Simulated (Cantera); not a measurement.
A perfectly stirred reactor is fed with H2 : O2 = 0.026 : 1 (molar parts), equivalence ratio 0.013, at 20.0 Torr; it is held at 1025 K, and followed from long to short residence time.

Detailed kinetics in Cantera: the H2/O2 subset of GRI-Mech 3.0, which has no nitrogen chemistry. Radical loss at walls, strong at low pressure, is not modelled.

One state of this run: x H2 = 0.00125; x O2 = 0.970; x O = 0.00329; x H = 0.000532; x H2O2 = 2.13e-7. x: mole fraction; the columns are a selection and need not sum to one.

Which value of τ (s) does it belong to?
(A) 0.093
(B) 0.0011
(C) 0.038
(D) 0.23

C, 0.038
